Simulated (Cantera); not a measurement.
Feed: 1 mol MgO, 44 mol HCl, 0.28 mol O2, equilibrated at 1875 K and 1.33 mbar.

Method: chemical equilibrium by Gibbs-energy minimisation in Cantera with the NASA 1993 tables (ideal gas, pure condensed phases). Candidate condensed phases: H2O, Mg, MgCl2, MgO, Mg(OH)2; 22 gas species. Equilibrium is a limit: real reactors are often held back by kinetics, nucleation or transport.

Base state: HCl 0.843, Cl 0.0743, H2O 0.0337, H2 0.0238, MgCl2 0.0218, H 0.00277, OH 0.000306, Cl2 3.75e-5 (mole fractions); condensed: gas only.

Q: What changes in the equilibrium state with this change: temperature from 1875 K to 850 K?

A: 
```
species        before    after
-----------  --------  -------
HCl             0.843    0.974
H2O            0.0337   0.0128
Cl2           3.75e-5   0.0127
Cl             0.0743  8.60e-5
H2             0.0238    <1e-9
MgCl2          0.0218  6.28e-5
H             0.00277    <1e-9
OH           0.000306    <1e-9
MgCl          3.39e-5    <1e-9
O             2.70e-5    <1e-9
Mg            2.43e-5    <1e-9
MgO(s), mol         0    0.997
```
Condensed phases not in the tables: MgOHCl.

Q: What changes in the equilibrium state with this change: pressure from 1.33 mbar to 12.0 Pa?

A: 
```csv
species,before,after
HCl,0.843,0.735
Cl,0.0743,0.144
H2,0.0238,0.0533
H,0.00277,0.0138
MgCl2,0.0218,0.0200
H2O,0.0337,0.0318
Mg,2.43e-5,0.000732
MgCl,3.39e-5,0.000178
```

Q: What changes in the equilibrium state with this change: temperature from 1875 K to 975 K?

A: 
```json
[
 {"species": "HCl", "before": "0.843", "after": "0.973"},
 {"species": "H2O", "before": "0.0337", "after": "0.0133"},
 {"species": "Cl2", "before": "3.75e-5", "after": "0.0121"},
 {"species": "Cl", "before": "0.0743", "after": "0.000796"},
 {"species": "H2", "before": "0.0238", "after": "1.30e-9"},
 {"species": "MgCl2", "before": "0.0218", "after": "0.000848"},
 {"species": "H", "before": "0.00277", "after": "<1e-9"},
 {"species": "MgCl", "before": "3.39e-5", "after": "<1e-9"},
 {"species": "MgO(s), mol", "before": "0", "after": "0.963"}
]
```
